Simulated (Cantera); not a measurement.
Feed: 1 mol TEOS, 0.052 mol O3, 0.26 mol H2, at 3.70 mbar.

Cantera equilibrium calculation (NASA polynomials, part measured and part estimated; ideal gas, pure solids and liquids). Candidate condensed phases: C, C6H6, C7H8, C8H18, H2O, Si, SiC, SiO2; 123 gas species. The feed counts by its element totals alone. Rates play no part. All values below are at 550 °C.

Base state: H2 0.826, CO 0.160, H2O 0.00649, CO2 0.00456, CH4 0.00236 (mole fractions); condensed: C(graphite) + SiO2(α-quartz).

**Question.** What changes in the equilibrium state with this change: O3 from 0.052 to 0.27 mol?

**Answer.** 
```json
[
 {"species": "H2", "before": "0.826", "after": "0.786"},
 {"species": "CO", "before": "0.160", "after": "0.197"},
 {"species": "H2O", "before": "0.00649", "after": "0.00759"},
 {"species": "CO2", "before": "0.00456", "after": "0.00689"},
 {"species": "CH4", "before": "0.00236", "after": "0.00213"},
 {"species": "C(graphite), mol", "before": "5.95", "after": "5.35"},
 {"species": "SiO2(α-quartz), mol", "before": "1.00", "after": "1.00"}
]
```
